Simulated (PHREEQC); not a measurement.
Consider water at 40 °C with 0.21 mmol/kgw Ag2SO4, 0.084 mmol/kgw KBr and 14 mmol/kgw Na2SO4. Closed to the air; pH follows from the charge balance.

Computed with PHREEQC (ion-association model, wateq4f.dat).

### Question
The ionic strength comes out as 0.0407 mol/kgw. What activity coefficients do AgSO4-, KSO4-, NaSO4-, Na+, SO4-2 get?

### Answer
AgSO4- 0.83, KSO4- 0.84, NaSO4- 0.84, Na+ 0.83, SO4-2 0.48.

This is a speciation only: nothing precipitates in the calculation. Examples of supersaturated solids here: Bromyrite. Others may be too. Away from 25 °C the constants follow the database's enthalpies or fits; those with neither stay at their 25 °C values.
